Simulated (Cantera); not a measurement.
An adiabatic, constant-volume homogeneous reactor starts with CH4 : H2 : O2 : N2 = 1 : 0.031 : 1.34 : 5.05 (molar parts), at 1450 K and 750 Torr. Integrator tolerance rtol = 1e-08.

Detailed kinetics in Cantera: GRI-Mech 3.0 (53 species, 325 reactions).

Question: What does this change do: pressure from 750 Torr to 3000 Torr?

Answer: 
```csv
quantity,before,after
time of steepest temperature rise,1.87 ms,0.639 ms
temperature at 0.500 s,2895 K,2999 K
equilibrium temperature,2895 K,2999 K
x(CH4) at 0.500 s,<1e-12 (gas-phase equilibrium 1.16e-12),1.19e-11 (gas-phase equilibrium 1.37e-11)
x(H2) at 0.500 s,0.0749 (gas-phase equilibrium 0.0749),0.0744 (gas-phase equilibrium 0.0744)
x(O2) at 0.500 s,0.00185 (gas-phase equilibrium 0.00185),0.00103 (gas-phase equilibrium 0.00103)
x(NO) at 0.500 s,0.00346 (gas-phase equilibrium 0.00346),0.00296 (gas-phase equilibrium 0.00296)
x(CH2O) at 0.500 s,6.32e-9 (gas-phase equilibrium 6.32e-9),2.60e-8 (gas-phase equilibrium 2.60e-8)
```

Question: What does this change do: pressure from 750 Torr to 9000 Torr?

Answer: 
| quantity | before | after |
|---|---|---|
| time of steepest temperature rise | 1.87 ms | 0.240 ms |
| temperature at 0.500 s | 2895 K | 3069 K |
| equilibrium temperature | 2895 K | 3069 K |
| x(CH4) at 0.500 s | <1e-12 (gas-phase equilibrium 1.16e-12) | 8.92e-11 (gas-phase equilibrium 1.02e-10) |
| x(H2) at 0.500 s | 0.0749 (gas-phase equilibrium 0.0749) | 0.0740 (gas-phase equilibrium 0.0740) |
| x(O2) at 0.500 s | 0.00185 (gas-phase equilibrium 0.00185) | 0.000573 (gas-phase equilibrium 0.000573) |
| x(NO) at 0.500 s | 0.00346 (gas-phase equilibrium 0.00346) | 0.00240 (gas-phase equilibrium 0.00240) |
| x(CH2O) at 0.500 s | 6.32e-9 (gas-phase equilibrium 6.32e-9) | 7.94e-8 (gas-phase equilibrium 7.94e-8) |
The pressure lies above the range GRI-Mech 3.0 was tuned for (to about 10 atm). Above 3000 K some thermodynamic fits are extrapolated.

Question: What does this change do: CH4 1 to 1.7 parts?

Answer: 
| quantity | before | after |
|---|---|---|
| time of steepest temperature rise | 1.87 ms | 2.63 ms |
| temperature at 0.500 s | 2895 K | 2465 K |
| equilibrium temperature | 2895 K | 2465 K |
| x(CH4) at 0.500 s | <1e-12 (gas-phase equilibrium 1.16e-12) | 4.55e-10 (gas-phase equilibrium 5.13e-10) |
| x(H2) at 0.500 s | 0.0749 (gas-phase equilibrium 0.0749) | 0.245 (gas-phase equilibrium 0.245) |
| x(O2) at 0.500 s | 0.00185 (gas-phase equilibrium 0.00185) | 1.46e-6 (gas-phase equilibrium 1.46e-6) |
| x(NO) at 0.500 s | 0.00346 (gas-phase equilibrium 0.00346) | 4.53e-5 (gas-phase equilibrium 4.53e-5) |
| x(CH2O) at 0.500 s | 6.32e-9 (gas-phase equilibrium 6.32e-9) | 3.31e-8 (gas-phase equilibrium 3.31e-8) |
